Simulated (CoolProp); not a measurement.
Vapour-liquid equilibrium of propane (1) + n-perfluorobutane (2) at 1.09 MPa; x and y are mole fractions of (1).

Model: multi-fluid Helmholtz-energy mixture model, Lemmon 2009 and Gao 2022; pair parameters Bell 2016, in CoolProp.

```json
[
 {"x": "0.05", "bubble temperature, mixture model (°C)": "69.8", "bubble temperature, Raoult's law (°C)": "73.7", "y, mixture model": "0.156", "y, Raoult's law": "0.128"},
 {"x": "0.15", "bubble temperature, mixture model (°C)": "56.9", "bubble temperature, Raoult's law (°C)": "66.9", "y, mixture model": "0.401", "y, Raoult's law": "0.335"},
 {"x": "0.25", "bubble temperature, mixture model (°C)": "47.7", "bubble temperature, Raoult's law (°C)": "60.9", "y, mixture model": "0.552", "y, Raoult's law": "0.494"},
 {"x": "0.35", "bubble temperature, mixture model (°C)": "41.8", "bubble temperature, Raoult's law (°C)": "55.4", "y, mixture model": "0.644", "y, Raoult's law": "0.618"},
 {"x": "0.45", "bubble temperature, mixture model (°C)": "37.9", "bubble temperature, Raoult's law (°C)": "50.5", "y, mixture model": "0.703", "y, Raoult's law": "0.716"},
 {"x": "0.55", "bubble temperature, mixture model (°C)": "35.2", "bubble temperature, Raoult's law (°C)": "46.1", "y, mixture model": "0.747", "y, Raoult's law": "0.794"},
 {"x": "0.65", "bubble temperature, mixture model (°C)": "33.3", "bubble temperature, Raoult's law (°C)": "42.1", "y, mixture model": "0.787", "y, Raoult's law": "0.857"},
 {"x": "0.75", "bubble temperature, mixture model (°C)": "31.8", "bubble temperature, Raoult's law (°C)": "38.4", "y, mixture model": "0.828", "y, Raoult's law": "0.908"},
 {"x": "0.85", "bubble temperature, mixture model (°C)": "30.7", "bubble temperature, Raoult's law (°C)": "35.0", "y, mixture model": "0.878", "y, Raoult's law": "0.950"},
 {"x": "0.95", "bubble temperature, mixture model (°C)": "30.3", "bubble temperature, Raoult's law (°C)": "31.9", "y, mixture model": "0.950", "y, Raoult's law": "0.985"}
]
```

The largest gap from Raoult's law is -13.6 K in bubble temperature, at x = 0.35. No azeotrope shows between x = 0.05 and 0.95.

The pair parameters rest on a limited set of measurements; away from them the model extrapolates.
